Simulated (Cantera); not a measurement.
Charge: 1 mol PbO, a varied amount of N₂, held at 0.0100 bar.

Cantera equilibrium calculation (NASA polynomials, part measured and part estimated; ideal gas, pure solids and liquids). Candidate condensed phases: Pb, PbO, PbO₂, Pb₃O₄; 12 gas species. Kinetics and transport are ignored.

Stable condensed phases, one row left out:

```
T in K \ n(N₂) in mol
         2.3 3.4   5 7.3  11  16  23  34  51  75
   1498    A   A   A   A   A   A   A   A   A   A
   1423    A   A   A   A   A   A   A   A   A   A
   1273    B   B   B   B   B   B   B   A   A   A
   1198    B   B   B   B   B   B   B   B   B   B
   1123    B   B   B   B   B   B   B   B   B   B
   1048    B   B   B   B   B   B   B   B   B   B
    973    B   B   B   B   B   B   B   B   B   B
    898    B   B   B   B   B   B   B   B   B   B
    823    B   B   B   B   B   B   B   B   B   B
    748    B   B   B   B   B   B   B   B   B   B
    673    B   B   B   B   B   B   B   B   B   B
    598    B   B   B   B   B   B   B   B   B   B
    523    B   B   B   B   B   B   B   B   B   B
```

A: gas only; B: PbO.

Problem. Give the row for 1348 K.

Solution. 2.3: PbO; 3.4: PbO; 5: PbO; 7.3: PbO; 11: gas only; 16: gas only; 23: gas only; 34: gas only; 51: gas only; 75: gas only.
